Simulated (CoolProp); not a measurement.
Hexamethyldisiloxane (MM) along the isobar 2.24 MPa: Z from the reference equation and from simpler models built on Tc = 245.6 °C, pc = 1.931 MPa, ω = 0.418; each cubic takes its own stable root.

Computed with CoolProp (reference Helmholtz-energy equation of state, Thol 2016).

```
T (°C)   phase  reference  Redlich-Kwong  Soave-Redlich-Kwong
------  ------  ---------  -------------  -------------------
12.75   liquid     0.1973         0.2214                    …
23.05   liquid     0.1931         0.2165               0.2074
33.35   liquid     0.1892         0.2121               0.2027
43.55   liquid     0.1857         0.2082                    …
53.85   liquid     0.1825         0.2047                    …
64.15   liquid     0.1797         0.2016               0.1914
74.35   liquid     0.1771         0.1989               0.1885
84.65   liquid     0.1748         0.1966               0.1860
94.95   liquid     0.1728         0.1946               0.1838
105.25  liquid     0.1711         0.1931               0.1820
115.45  liquid     0.1696         0.1919                    …
125.75  liquid     0.1684         0.1911               0.1797
```

Fill in the missing entries.


- 12.75, Soave-Redlich-Kwong: 0.2125
- 43.55, Soave-Redlich-Kwong: 0.1985
- 53.85, Soave-Redlich-Kwong: 0.1948
- 115.45, Soave-Redlich-Kwong: 0.1806
